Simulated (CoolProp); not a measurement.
C3F8 (R218) along the isotherm 371.4 K: fugacity coefficient from the reference equation and from simpler models built on Tc = 345.0 K, pc = 2.640 MPa, ω = 0.317; each cubic takes its own stable root.

The numbers come from the reference Helmholtz-energy equation of state, Lemmon 2006 in CoolProp. It is a short technical equation, of lower accuracy than the large ones.

```tsv
p (MPa)	phase	reference
0.0943	gas	0.9910
0.189	gas	0.9821
0.283	gas	0.9732
0.377	gas	0.9643
0.471	gas	0.9554
0.566	gas	0.9465
0.66	gas	0.9376
0.754	gas	0.9288
0.849	gas	0.9199
0.943	gas	0.9111
1.04	gas	0.9020
1.13	gas	0.8936
1.23	gas	0.8842
1.32	gas	0.8758
```

Task: How far does each simpler model (van der Waals, Soave-Redlich-Kwong, Peng-Robinson) lie from the reference over these 14 states: mean and median of the absolute difference, and the worst?

Result: 
- van der Waals: mean 0.1 %, median 0.1 %, worst +0.2 % at 371.4 K and 1.32 MPa
- Soave-Redlich-Kwong: mean 0.2 %, median 0.2 %, worst -0.3 % at 371.4 K and 1.32 MPa
- Peng-Robinson: mean 1.1 %, median 1.2 %, worst -2.0 % at 371.4 K and 1.32 MPa
